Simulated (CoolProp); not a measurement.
The numbers come from the reference Helmholtz-energy equation of state, Lemmon 2006 in CoolProp. It is a short technical equation, of lower accuracy than the large ones.

**Question.** Give the vapour pressure (MPa), vapour density (kg/m³), enthalpy of vaporisation (kJ/kg), liquid cp (kJ/(kg K)) of saturated CH3F (R41) at 173.3 K.

**Answer.** 
| T (K) | p (MPa) | vapour density (kg/m³) | enthalpy of vaporisation (kJ/kg) | liquid cp (kJ/(kg K)) |
|---|---|---|---|---|
| 173.3 | 0.0262 | 0.632 | 516 | 2.06 |
